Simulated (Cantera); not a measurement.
## Hydrocarbon pyrolysis for carbon deposition

An isothermal, constant-pressure homogeneous reactor starts with CH4 : H2 = 1 : 8.7 (molar parts), at 1900 K and 65.0 Pa.

Detailed kinetics in Cantera: GRI-Mech 3.0 (53 species, 325 reactions). GRI-Mech 3.0 stops at C3 and has no aromatics, soot or wall deposition, so with more carbon than oxygen in the feed, carbon stays in small species such as C2H2 where larger ones or solid carbon would form. Radical loss at walls, strong at low pressure, is not modelled.

```json
[
 {"t (s)": "4.00e-5", "x CH4": "0.103", "x H2": "0.897", "x C2H2": "<1e-12", "x CH3": "9.10e-7", "x C2H6": "<1e-12"},
 {"t (s)": "0.000166", "x CH4": "0.103", "x H2": "0.897", "x C2H2": "<1e-12", "x CH3": "4.08e-6", "x C2H6": "<1e-12"},
 {"t (s)": "0.000688", "x CH4": "0.103", "x H2": "0.897", "x C2H2": "<1e-12", "x CH3": "1.93e-5", "x C2H6": "1.92e-11"},
 {"t (s)": "0.00285", "x CH4": "0.103", "x H2": "0.897", "x C2H2": "1.37e-10", "x CH3": "8.54e-5", "x C2H6": "2.14e-9"},
 {"t (s)": "0.0118", "x CH4": "0.103", "x H2": "0.897", "x C2H2": "6.00e-8", "x CH3": "0.000359", "x C2H6": "8.10e-8"},
 {"t (s)": "0.0490", "x CH4": "0.101", "x H2": "0.896", "x C2H2": "2.35e-5", "x CH3": "0.00149", "x C2H6": "1.48e-6"},
 {"t (s)": "0.203", "x CH4": "0.0858", "x H2": "0.901", "x C2H2": "0.00445", "x CH3": "0.00497", "x C2H6": "1.04e-5"},
 {"t (s)": "0.842", "x CH4": "0.0310", "x H2": "0.931", "x C2H2": "0.0310", "x CH3": "0.00282", "x C2H6": "2.47e-6"},
 {"t (s)": "3.49", "x CH4": "0.00458", "x H2": "0.944", "x C2H2": "0.0442", "x CH3": "0.000635", "x C2H6": "8.45e-8"},
 {"t (s)": "14.5", "x CH4": "0.000271", "x H2": "0.941", "x C2H2": "0.0463", "x CH3": "7.25e-5", "x C2H6": "5.03e-10"},
 {"t (s)": "60.0", "x CH4": "1.10e-5", "x H2": "0.930", "x C2H2": "0.0461", "x CH3": "5.64e-6", "x C2H6": "1.23e-12"}
]
```
x: mole fraction; the columns are a selection and need not sum to one.

Equilibrium at this temperature and pressure: CH4 3.54e-6, H2 0.924, C2H2 0.0460, CH3 2.30e-6, C2H6 <1e-12 (gas phase only).
